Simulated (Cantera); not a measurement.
A closed system holds: 1 mol SiH₂Cl₂, 17 mol NH₃, 2.2 mol N₂, held at 1098.15 K and 113 Torr.

Method: chemical equilibrium by Gibbs-energy minimisation in Cantera with the NASA 1993 tables (ideal gas, pure condensed phases). Candidate condensed phases: NH₄Cl, Si, Si₃N₄; 28 gas species. The numbers say what is thermodynamically allowed, not how fast it happens.

### Question
What is the equilibrium state?

### Answer
```
Quantity                              Value
--------------------------------  ---------
x(H₂)                                 0.679
x(N₂)                                 0.267
x(HCl)                               0.0533
x(NH₃)                              1.39e-5
x(SiCl₄)                            4.71e-6
n(Si₃N₄(s))                       0.333 mol
gas amount                        37.53 mol
log10 activity of Si(s) (absent)      -5.10
```
